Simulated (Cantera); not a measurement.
A diamond (100) surface in a fixed gas of H2 with x(CH4) = 0.0044, x(CH3) = 8.6e-05, at 1248 K, 0.0178 atm; coverages are run to steady state.

Computed with Cantera and the Harris–Goodwin 1993 mechanism for the reconstructed diamond (100) surface.

θ: site fractions in the mechanism's names (c6HH fully hydrogenated, c6H* and c6*H radical sites, c6** diradical, c6HM methylated).

```tsv
x(H)	growth (µm/h)	θ c6HH	θ c6H*	θ c6*H	θ c6**	θ c6HM
0.0001	…	0.637	0.0282	0.330	0.00461	8.99e-5
0.00021	…	0.546	0.0349	0.408	0.00992	0.000120
0.00045	…	0.482	0.0394	0.460	0.0175	0.000151
0.00095	…	0.445	0.0417	0.487	0.0251	0.000177
0.002	…	0.425	0.0428	0.500	0.0310	0.000195
0.0042	…	0.415	0.0433	0.506	0.0347	0.000202
0.009	…	0.410	0.0436	0.509	0.0368	0.000198
0.019	…	0.408	0.0437	0.510	0.0379	0.000182
0.04	…	0.406	0.0439	0.511	0.0384	0.000152
```

Question: Some entries are withheld; supply them.

Answer: 
- 0.0001, growth (µm/h): 0.0101
- 0.00021, growth (µm/h): 0.0304
- 0.00045, growth (µm/h): 0.0676
- 0.00095, growth (µm/h): 0.114
- 0.002, growth (µm/h): 0.165
- 0.0042, growth (µm/h): 0.227
- 0.009, growth (µm/h): 0.324
- 0.019, growth (µm/h): 0.483
- 0.04, growth (µm/h): 0.729
